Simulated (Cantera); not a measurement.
Feed: 1 mol Si3N4, 0.091 mol CO2, 310 mol H2, held at 1700 K and 9.70 bar.

Cantera equilibrium calculation (NASA polynomials, part measured and part estimated; ideal gas, pure solids and liquids). Candidate condensed phases: C, C6H6, C7H8, C8H18, H2O, Si, SiC, SiO2, Si2N2O, Si3N4; 151 gas species. Mutual solubility and eutectic melting of coexisting phases are not modelled. Gases not in the tables: Si2H6 and higher silanes. The numbers say what is thermodynamically allowed, not how fast it happens.

Base state: H2 0.999, N2 0.000258, CH4 0.000216, H 4.73e-5, SiH2 1.04e-5 (mole fractions); condensed: SiC(s) + Si2N2O(s) + Si3N4(s).

Task: What changes in the equilibrium state with this change: temperature from 1700 K to 1748 K?

Result: 
| species | before | after |
|---|---|---|
| H2 | 0.999 | 0.999 |
| N2 | 0.000258 | 0.000379 |
| CH4 | 0.000216 | 0.000168 |
| SiH2 | 1.04e-5 | 2.05e-5 |
| SiO | 5.42e-6 | 1.45e-5 |
| H | 4.73e-5 | 7.33e-5 |
| SiH4 | 8.86e-6 | 1.15e-5 |
| SiC(s), mol | 0.0235 | 0.0379 |
| Si2N2O(s), mol | 0.180 | 0.177 |
| Si3N4(s), mol | 0.869 | 0.852 |
| Si(l), mol | 0 | 0.0367 |

Task: What changes in the equilibrium state with this change: pressure from 9.70 bar to 13.3 mbar?

Result: 
```tsv
species	before	after
H2	0.999	0.992
N2	0.000258	0.00640
H	4.73e-5	0.00127
SiO	5.42e-6	0.000553
CH4	0.000216	2.13e-7
Si	5.11e-8	5.09e-5
CO	5.46e-7	2.97e-5
SiH2	1.04e-5	1.41e-5
SiC(s), mol	0.0235	0.0801
Si2N2O(s), mol	0.180	0
Si3N4(s), mol	0.869	0
Si(l), mol	0	2.72
```
